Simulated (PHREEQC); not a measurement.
Dissolve 0.0034 mol Cu(BF4)2 per kg of water at 25 °C. Closed to the air; pH follows from the charge balance.

Equilibrium calculation in PHREEQC: ion-association model, phreeqc.dat.

```
quantity                   before    after
------------------------  -------  -------
pH                           2.96     2.90
ionic strength (mol/kgw)   0.0112   0.0215
BF4- (mol/kgw)            0.00487   0.0110
HF (mol/kgw)              0.00323  0.00398
F- (mol/kgw)              0.00222  0.00245
H3BO3 (mol/kgw)           0.00114  0.00124
```

**Question.** Which change was made?
A. temperature from 25 to 70 °C
B. Cu(BF4)2 from 0.0034 to 0.00374 mol/kgw
C. Cu(BF4)2 from 0.0034 to 0.0068 mol/kgw
D. Cu(BF4)2 from 0.0034 to 0.00068 mol/kgw
E. Cu(BF4)2 from 0.0034 to 0.00034 mol/kgw

**Answer.** C, Cu(BF4)2 from 0.0034 to 0.0068 mol/kgw

Precipitation was switched off in this run. Real BF4- forms and hydrolyses slowly; the run takes it at equilibrium.
